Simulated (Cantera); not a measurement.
Source: NASA polynomial tables (part measured, part estimated), evaluated in Cantera. Values are per mole of reaction as written; species without (g) are pure solids or liquids, kept so even where they would boil at 1 bar. VN: taken at fixed stoichiometry.

Task: Between 773 and 1373 K, where is each reaction favourable under standard conditions?
- N2O(g) + V2O5 ⇌ 2 VN + 2 O3(g)
- 8 VN + V2O4 ⇌ 4 N2O(g) + 10 V

Result: 
- N2O(g) + V2O5 ⇌ 2 VN + 2 O3(g): ΔG° is 1167 kJ at 773 K and 1090 kJ at 1373 K; it stays positive (K < 1). ΔH° is 1231 kJ and ΔS° 102 J/K at 1373 K.
- 8 VN + V2O4 ⇌ 4 N2O(g) + 10 V: ΔG° is 2921 kJ at 773 K and 2519 kJ at 1373 K; it stays positive (K < 1). ΔH° is 3415 kJ and ΔS° 652 J/K at 1373 K.
